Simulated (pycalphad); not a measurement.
**Effect of Si content in Al-Si**

Computed with pycalphad from the COST 507 light-alloy database (1999), at 1 atm. The database dates from 1999; later assessments differ in places, in temperatures and in the compounds included. Amounts are mole fractions of atoms.

One of these alloys has its liquidus at 1289 K, its solidus at 850 K, and holds fcc 0.55, diamond (Si) 0.45 at 750 K. Which?
(A) Al-5.7Si (at.%)
(B) Al-11.4Si (at.%)
(C) Al-22.8Si (at.%)
(D) Al-45.6Si (at.%)

D, Al-45.6Si (at.%). The others: Al-5.7Si (at.%), liquidus 897, solidus 850; Al-11.4Si (at.%), liquidus 855, solidus 850; Al-22.8Si (at.%), liquidus 1010, solidus 850
